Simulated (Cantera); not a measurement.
A closed system holds: 1 mol NH3, 0.83 mol SO2, 0.02 mol O2, equilibrated at 2577 °C and 1330 Pa.

Equilibrium computed with Cantera from the NASA thermochemical tables; the gas is ideal and each condensed phase is pure. Candidate condensed phases: H2O, H2SO4, S; 35 gas species. The numbers say what is thermodynamically allowed, not how fast it happens.

Base state: H 0.307, H2 0.133, N2 0.127, SO 0.107, H2O 0.0748, O 0.0733, S 0.0525, OH 0.0508 (mole fractions); condensed: gas only.

Question: What changes in the equilibrium state with this change: NH3 replaced by H2O?

Answer: 
```csv
species,before,after
H,0.307,0.228
O,0.0733,0.166
SO2,0.0482,0.122
N2,0.127,0
O2,0.0165,0.0844
S,0.0525,0.0259
H2,0.133,0.0735
OH,0.0508,0.0854
H2O,0.0748,0.0936
SO,0.107,0.120
NO,0.00444,0
N,1.55e-5,0
SN,1.47e-5,0
S2,0.00145,0.000352
```
